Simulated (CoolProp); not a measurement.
The numbers come from the reference Helmholtz-energy equation of state, Lemmon 2005 in CoolProp. It is a short technical equation, of lower accuracy than the large ones.

Q: Give the vapour pressure (MPa), liquid density (kg/m³), vapour density (kg/m³), enthalpy of vaporisation (kJ/kg) of saturated isobutene at 62.95, 72.25 °C.

A: 
```
T (°C)  p (MPa)  liquid density (kg/m³)  vapour density (kg/m³)  enthalpy of vaporisation (kJ/kg)
------  -------  ----------------------  ----------------------  --------------------------------
62.95     0.837                     537                    20.4                               311
72.25      1.04                     522                    25.4                               297
```
